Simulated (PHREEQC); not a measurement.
## Buffer: speciation

Dissolve 0.14 mmol/kgw H3PO4, 0.0039 mmol/kgw KOH and 20 mmol/kgw NaCl at 51 °C. Closed to the air; pH follows from the charge balance.

Model: ion-association model, phreeqc.dat, run in PHREEQC.

This is a speciation only: nothing precipitates in the calculation.

Task: Estimate the pH, specific conductance.

Result: pH 3.93; specific conductance 3860 µS/cm.

Task: In which forms is P present?

Result: H2PO4- 98 %, H3PO4 2.0 % of the P.

Species that the database lacks are ignored. Constants without temperature data keep their 25 °C values here.
